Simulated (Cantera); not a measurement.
A jet of H₂ : O₂ : N₂ = 0.013 : 0.15 : 0.79 (molar parts) at 300 K and 18000 Pa hits a platinum plate 3.2 cm away at a mass flux of 0.055 kg/m²/s; the plate temperature is set and raised in steps from an oxygen-covered start.

Computed with Cantera and Deutschmann's 1995 Pt surface mechanism with GRI-Mech 3.0 gas chemistry. Catalytic surfaces can have several steady states; this one follows from the mechanism file's or the stated starting coverage.

x: mole fraction at the wall; θ: surface coverage.

| plate T (K) | wall x H₂ | wall x O₂ | wall x H₂O | wall x OH | θ free Pt | θ O* | θ OH* |
|---|---|---|---|---|---|---|---|
| 500 | 0.00192 | 0.145 | 0.0231 | <1e-8 | 0.0194 | 0.969 | 0.0115 |
| 550 | 0.00191 | 0.145 | 0.0229 | <1e-8 | 0.0206 | 0.973 | 0.00656 |
| 600 | 0.00191 | 0.145 | 0.0227 | <1e-8 | 0.0217 | 0.974 | 0.00409 |
| 650 | 0.00187 | 0.145 | 0.0226 | <1e-8 | 0.0232 | 0.974 | 0.00275 |
| 700 | [?] | 0.145 | 0.0229 | <1e-8 | 0.0273 | 0.971 | 0.00208 |
| 750 | [?] | 0.144 | 0.0236 | <1e-8 | 0.0401 | 0.958 | 0.00183 |
| 800 | [?] | 0.144 | 0.0243 | <1e-8 | 0.0663 | 0.932 | 0.00177 |
| 850 | [?] | 0.144 | 0.0247 | <1e-8 | 0.106 | 0.893 | 0.00171 |

### Question
Some entries are withheld; supply them.

### Answer

- 700, wall x H₂: 0.00168
- 750, wall x H₂: 0.00124
- 800, wall x H₂: 0.000802
- 850, wall x H₂: 0.000533
